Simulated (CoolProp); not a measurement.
Properties of C3F8 (R218) along the isotherm 391.4 K.

Model: reference Helmholtz-energy equation of state, Lemmon 2006, in CoolProp. It is a short technical equation, of lower accuracy than the large ones.

| p (MPa) | phase | speed of sound (m/s) | viscosity (µPa s) | conductivity (mW/(m K)) |
|---|---|---|---|---|
| 2.22 | gas | 110.9 | 18.2 | 22.7 |
| 4.44 | supercritical | 92.72 | 29.3 | 30.4 |
| 6.67 | supercritical | 126.3 | (withheld) | 35.3 |
| 8.89 | supercritical | 173.3 | 71.1 | (withheld) |
| 11.1 | supercritical | (withheld) | 84.9 | 39.7 |
| 13.3 | supercritical | 242.6 | 96.4 | 41.5 |
| 15.6 | supercritical | (withheld) | 107 | (withheld) |
| 17.8 | supercritical | 294.6 | 116 | (withheld) |
| 20 | supercritical | 316.1 | 125 | (withheld) |

Problem. What belongs in the gaps?

Solution. 
- 6.67, viscosity (µPa s): 53.0
- 8.89, conductivity (mW/(m K)): 37.7
- 11.1, speed of sound (m/s): 211.2
- 15.6, speed of sound (m/s): 270.8
- 15.6, conductivity (mW/(m K)): 43.2
- 17.8, conductivity (mW/(m K)): 44.7
- 20, conductivity (mW/(m K)): 46.1

Viscosity comes from a separate model (Huber 2003), an estimate that may be off by 10 % or more. Thermal conductivity comes from a separate model (Huber 2003), an estimate that may be off by 10 % or more.
